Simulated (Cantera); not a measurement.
## Ammonia decomposition in nitride growth gas

An isothermal, constant-pressure homogeneous reactor starts with 66.2 % NH3, 33.8 % N2, at 1875 K and 1.00 atm.

Cantera simulation using the gas-phase N/H chemistry of the illustrative SiF4/NH3 mechanism in the Surface Chemkin manual (1991); the numbers are that mechanism's predictions, not measurements. Walls and surfaces, which speed up NH3 decomposition in real reactors, are not modelled.

```
t (s)        x NH3   x N2    x N2H4     x NH    x N2H2
--------  --------  -----  --------  -------  --------
0.000300     0.661  0.338   4.31e-7  2.60e-6   2.29e-6
0.000708     0.658  0.338   4.72e-7  2.91e-6   2.55e-6
0.00167      0.653  0.338   4.53e-7  3.12e-6   2.51e-6
0.00395      0.640  0.340   4.18e-7  3.49e-6   2.43e-6
0.00932      0.612  0.343   3.64e-7  3.98e-6   2.24e-6
0.0220       0.552  0.348   2.94e-7  4.36e-6   1.89e-6
0.0520       0.440  0.359   2.06e-7  4.39e-6   1.34e-6
0.123        0.278  0.375   1.07e-7  3.90e-6   7.03e-7
0.290        0.120  0.391   3.21e-8  2.82e-6   2.24e-7
0.684       0.0315  0.399   4.22e-9  1.43e-6   3.45e-8
1.61       0.00677  0.402  3.03e-10  4.83e-7   2.83e-9
3.81       0.00189  0.402  2.66e-11  1.52e-7  2.58e-10
9.00      0.000666  0.402  3.39e-12  5.50e-8  3.33e-11
```
x: mole fraction; the columns are a selection and need not sum to one.

Equilibrium at this temperature and pressure: NH3 7.41e-6, N2 0.402, N2H4 <1e-12, NH 6.13e-10, N2H2 <1e-12 (gas phase only).
